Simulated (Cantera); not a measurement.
An isothermal, constant-pressure homogeneous reactor starts with 1.97 % CO, 3.75 % O2, 0.581 % H2O, 93.7 % N2, at 1300 K and 0.503 atm.

Model: GRI-Mech 3.0 (53 species, 325 reactions), integrated in Cantera.

Predict: x(CO) at 4.00 s; x(O2) at 4.00 s; x(H2O) at 4.00 s; x(NO) at 4.00 s; x(O) at 4.00 s.


```json
{
 "x(CO) at 4.00 s": "2.86e-8 (gas-phase equilibrium 2.57e-8)",
 "x(O2) at 4.00 s": "0.0279 (gas-phase equilibrium 0.0278)",
 "x(H2O) at 4.00 s": "0.00587 (gas-phase equilibrium 0.00587)",
 "x(NO) at 4.00 s": "1.84e-6 (gas-phase equilibrium 0.000159)",
 "x(O) at 4.00 s": "4.52e-8 (gas-phase equilibrium 4.16e-8)"
}
```
